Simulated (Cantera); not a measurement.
A closed system holds: 1 mol Al, 2.3 mol N2O, a varied amount of N2, 0.95 mol HCl, equilibrated at 1327 °C and 0.0170 bar.

Cantera equilibrium calculation (NASA polynomials, part measured and part estimated; ideal gas, pure solids and liquids). Candidate condensed phases: Al, AlCl3, AlN, Al2O3, H2O, NH4Cl; 45 gas species. The numbers say what is thermodynamically allowed, not how fast it happens.

Question: At 57 mol N2, list the 6 most abundant gas species with their mole fractions, and the condensed phases.

Answer: N2 0.977, HCl 0.0120, O2 0.00550, Cl 0.00358, H2O 0.00179, NO 0.000349. Condensed: Al2O3(s).
